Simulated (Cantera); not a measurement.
A perfectly stirred reactor is fed with CH4 : O2 : N2 = 1 : 2.2 : 13 (molar parts), at 140000 Pa; it is adiabatic with a 425 K inlet, and is followed from long to short residence time, starting on the burning branch (τ in s: 0.24, 0.089, 0.033, 0.012, 0.0044, 0.0016, 0.0006, 0.00022, 8.1e-05, 3e-05, 1.1e-05, 4e-06).

Computed with Cantera and GRI-Mech 3.0 (53 species, 325 reactions).

### Question
Predict: blow-out, bracketed by the residence times tried; x(CH4) at τ = 0.240 s; x(O2) at τ = 0.240 s; x(HO2) at τ = 0.240 s; x(O) at τ = 0.240 s; x(HCO) at τ = 0.240 s; x(CH4) at τ = 0.600 ms; x(O2) at τ = 0.600 ms; x(HO2) at τ = 0.600 ms; x(O) at τ = 0.600 ms; x(HCO) at τ = 0.600 ms.

### Answer
```json
{
 "blow_out_bracketed_by_the_residence_times_tried": "burning at 0.600 ms, out at 0.220 ms",
 "x(CH4) at τ = 0.240 s": "5.41e-6",
 "x(O2) at τ = 0.240 s": "0.0126",
 "x(HO2) at τ = 0.240 s": "6.18e-7",
 "x(O) at τ = 0.240 s": "6.07e-5",
 "x(HCO) at τ = 0.240 s": "8.57e-9",
 "x(CH4) at τ = 0.600 ms": "0.000386",
 "x(O2) at τ = 0.600 ms": "0.0212",
 "x(HO2) at τ = 0.600 ms": "1.29e-5",
 "x(O) at τ = 0.600 ms": "0.00120",
 "x(HCO) at τ = 0.600 ms": "3.58e-6"
}
```
